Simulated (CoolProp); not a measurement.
A single-stage vapour-compression cycle with R143a: evaporating at 193.15 K (dew point), condensing at 234.15 K (bubble point), superheat 2 K, subcooling 2 K, compressor efficiency 0.75, no pressure losses. Each further row changes one setting.

The numbers come from the reference Helmholtz-energy equation of state, Lemmon and Jacobsen 2000 in CoolProp.

| case | cooling COP | pressure ratio | discharge temperature (K) | refrigerating effect (kJ/kg) | volumetric capacity (kJ/m³) |
|---|---|---|---|---|---|
| as stated | 3.03 | 9.38 | 279.7 | 199 | 164 |
| evaporating temperature 198.15 K | 3.62 | 6.73 | 272.5 | 202 | ? |
| condensing temperature 229.15 K | 3.53 | ? | 270.9 | 206 | 170 |
| subcooling 7 K | 3.13 | 9.38 | 279.7 | ? | 170 |
| superheat 12 K | ? | 9.38 | ? | 206 | ? |
| compressor efficiency 0.65 | ? | 9.38 | ? | 199 | 164 |

### Question
Complete the blanks.

### Answer

- evaporating temperature 198.15 K, volumetric capacity (kJ/m³): 227
- condensing temperature 229.15 K, pressure ratio: 7.50
- subcooling 7 K, refrigerating effect (kJ/kg): 205
- superheat 12 K, cooling COP: 2.99
- superheat 12 K, discharge temperature (K): 291.1
- superheat 12 K, volumetric capacity (kJ/m³): 162
- compressor efficiency 0.65, cooling COP: 2.63
- compressor efficiency 0.65, discharge temperature (K): 290.5
